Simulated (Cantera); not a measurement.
A freely propagating, adiabatic, planar premixed flame of CH3OH : O2 : N2 = 1 : 1 : 3.76 (molar parts), unburnt at 700 K and 9.87 atm; mixture-averaged transport, grid criteria slope 0.08 and curve 0.16, no radiation.

Computed with Cantera and GRI-Mech 3.0 (53 species, 325 reactions). GRI-Mech 3.0 was tuned for natural gas; its chemistry of methanol as a main component is partial and can be far from experiment. Burning velocities carry a grid error of a few per cent, more on coarse grids.

Question: Predict: laminar burning velocity; thermal thickness; peak x(O); peak x(CH3); peak x(HCO).

Answer: 
- laminar burning velocity = 119 cm/s
- thermal thickness = 0.0322 mm
- peak x(O) = 0.000644
- peak x(CH3) = 0.000250
- peak x(HCO) = 0.000270
